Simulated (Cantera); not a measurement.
An adiabatic, constant-pressure homogeneous reactor starts with 5.45 % CH4, 0.709 % C2H6, 19.7 % O2, 74.2 % N2, at 1775 K and 1.80 bar.

Model: GRI-Mech 3.0 (53 species, 325 reactions), integrated in Cantera.

### Question
Predict: time of steepest temperature rise; temperature at 1.00 s; equilibrium temperature; x(O2) at 1.00 s; x(HO2) at 1.00 s; x(NO) at 1.00 s.

### Answer
| Property | Value |
|---|---|
| time of steepest temperature rise | 23.1 µs |
| temperature at 1.00 s | 2746 K |
| equilibrium temperature | 2746 K |
| x(O2) at 1.00 s | 0.0572 (gas-phase equilibrium 0.0572) |
| x(HO2) at 1.00 s | 1.17e-5 (gas-phase equilibrium 1.17e-5) |
| x(NO) at 1.00 s | 0.0170 (gas-phase equilibrium 0.0170) |
